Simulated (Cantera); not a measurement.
Charge: 1 mol Ta(OEt)₅, 2.6 mol CO₂, 220 mol H₂, equilibrated at 330000 Pa.

These are equilibrium values from Cantera (NASA tables, ideal gas, pure condensed phases), not measurements of a reactor. Candidate condensed phases: C, C₆H₆, C₇H₈, C₈H₁₈, H₂O, Ta, TaC, Ta₂O₅; 113 gas species. The feed counts by its element totals alone. TaC: taken at fixed stoichiometry. Condensed phases not in the tables: Ta₂C. The numbers say what is thermodynamically allowed, not how fast it happens.

Problem. At 1850 K, list the 5 most abundant gas species with their mole fractions, and the condensed phases.

Solution. H₂ 0.955, CO 0.0421, CH₄ 0.00197, H 0.000290, C₂H₂ (acetylene) 0.000250. Condensed: C(graphite) + TaC(s).
